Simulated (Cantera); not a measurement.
Charge: 1 mol BN, 0.25 mol O₂, 88 mol N₂, equilibrated at 10.0 Torr.

These are equilibrium values from Cantera (NASA tables, ideal gas, pure condensed phases), not measurements of a reactor. Candidate condensed phases: B, BN, B₂O₃; 17 gas species. Mutual solubility and eutectic melting of coexisting phases are not modelled. Kinetics and transport are ignored.

x: gas mole fraction; n: condensed amount in mol.

| T (K) | x N₂ | x BO | x B₂O₃ | x B₂O₂ | x B₂O | x B | n BN(s) | n B₂O₃(l) |
|---|---|---|---|---|---|---|---|---|
| 1048 | 1.00 | <1e-12 | 2.24e-9 | <1e-12 | <1e-12 | <1e-12 | 0.667 | 0.167 |
| 1198 | 1.000 | 5.71e-10 | 6.46e-7 | 1.30e-9 | <1e-12 | <1e-12 | 0.667 | 0.167 |
| 1348 | 1.000 | 1.32e-7 | 5.01e-5 | 4.69e-7 | <1e-12 | <1e-12 | 0.667 | 0.162 |
| 1498 | 0.998 | … | 0.00156 | … | … | <1e-12 | 0.663 | … |
| 1648 | 0.998 | 0.000136 | 0.00160 | 0.000356 | 2.55e-9 | 3.09e-11 | 0.642 | 0 |
| 1798 | 0.997 | … | … | 0.00113 | … | … | … | 0 |
| 1948 | 0.996 | 0.00297 | 0.000111 | 0.00117 | 2.41e-6 | 2.60e-7 | 0.510 | 0 |
| 2098 | 0.995 | 0.00475 | 4.33e-6 | 0.000428 | 1.67e-5 | 8.94e-6 | 0.498 | 0 |

**Question.** Complete the blanks.

**Answer.** 
- 1798, x BO: 0.000939
- 1798, x B₂O₃: 0.000815
- 1798, x B₂O: 1.36e-7
- 1798, x B: 4.15e-9
- 1798, n BN(s): 0.572
- 1498, x BO: 1.01e-5
- 1498, x B₂O₂: 5.02e-5
- 1498, x B₂O: 1.60e-11
- 1498, n B₂O₃(l): 0.0255
